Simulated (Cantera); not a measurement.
# Thermodynamics of abatement and gas-phase synthesis, feed PH₃ + H₂O + H₂

Feed: 1 mol PH₃, 0.11 mol H₂O, 15 mol H₂, equilibrated at 3098 K.

These are equilibrium values from Cantera (NASA tables, ideal gas, pure condensed phases), not measurements of a reactor. Candidate condensed phases: H₂O, P, P₄O₁₀; 17 gas species. The ideal-gas law is rough above about 30 bar. Gases not in the tables: HPO₂, HPO₃ and P₄O₆. Kinetics and transport are ignored.

```csv
P (Pa),log p H,log p H₂,log p P,log p P₂,log p H₂O,log p PO,log p PH,log p O
10,-4.02,-6.68,-5.54,-8.94,-11.18,-7.87,-9.51,-6.51
200,-2.73,-4.11,-4.25,-6.36,-7.56,-5.53,-6.93,-5.46
3900,-1.61,-1.88,-2.98,-3.82,-4.92,-3.85,-4.54,-5.06
77000,-0.79,-0.24,-2.01,-1.89,-2.91,-2.52,-2.76,-4.69
1500000,-0.11,1.14,-1.29,-0.44,-1.23,-1.49,-1.35,-4.38
30000000,0.55,2.45,-0.62,0.89,0.23,-0.68,-0.03,-4.24
```
log p: log10 of the partial pressure in bar; nothing condenses.

From 10.0 Pa to 300 bar nothing is condensed.
